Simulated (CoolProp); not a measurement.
Tetrahydrofuran at 298.15 K and 0.00418 MPa is throttled through a valve to 0.00258 MPa with no heat exchange. Each further row changes one setting.

Computed with CoolProp (reference Helmholtz-energy equation of state, Fiedler 2023).

| case | temperature change (K) | final density (kg/m³) |
|---|---|---|
| as stated | -0.1 | 0.0751 |
| outlet pressure 0.000774 MPa | -0.1 | 0.0225 |
| outlet pressure 0.00335 MPa | -0.0 | 0.0976 |
